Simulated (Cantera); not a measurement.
A perfectly stirred reactor is fed with H₂ : O₂ : N₂ = 1 : 0.714 : 2.69 (molar parts), equivalence ratio 0.70, at 9000 Torr; it is adiabatic with a 400 K inlet, and is followed from long to short residence time, starting on the burning branch (τ in s: 0.49, 0.12, 0.028, 0.0066, 0.0016, 0.00038, 9e-05, 2.1e-05, 5.1e-06).

Cantera simulation using the H2/O2 subset of GRI-Mech 3.0, which has no nitrogen chemistry; the numbers are that mechanism's predictions, not measurements. The hydrogen kinetics of GRI-Mech 3.0 are dated; newer H2 mechanisms differ, most at raised pressure. The pressure lies above the range GRI-Mech 3.0 was tuned for (to about 10 atm).

### Question
Predict: blow-out, bracketed by the residence times tried; x(H₂) at τ = 0.490 s; x(O₂) at τ = 0.490 s; x(OH) at τ = 0.490 s; x(H) at τ = 0.490 s; x(O) at τ = 0.490 s; x(H₂) at τ = 1.60 ms; x(O₂) at τ = 1.60 ms; x(OH) at τ = 1.60 ms; x(H) at τ = 1.60 ms; x(O) at τ = 1.60 ms.

### Answer
- blow-out, bracketed by the residence times tried = burning at 5.10 µs, the shortest tried
- x(H₂) at τ = 0.490 s = 0.000197
- x(O₂) at τ = 0.490 s = 0.0543
- x(OH) at τ = 0.490 s = 0.00205
- x(H) at τ = 0.490 s = 1.32e-5
- x(O) at τ = 0.490 s = 9.82e-5
- x(H₂) at τ = 1.60 ms = 0.000550
- x(O₂) at τ = 1.60 ms = 0.0543
- x(OH) at τ = 1.60 ms = 0.00269
- x(H) at τ = 1.60 ms = 4.16e-5
- x(O) at τ = 1.60 ms = 0.000176
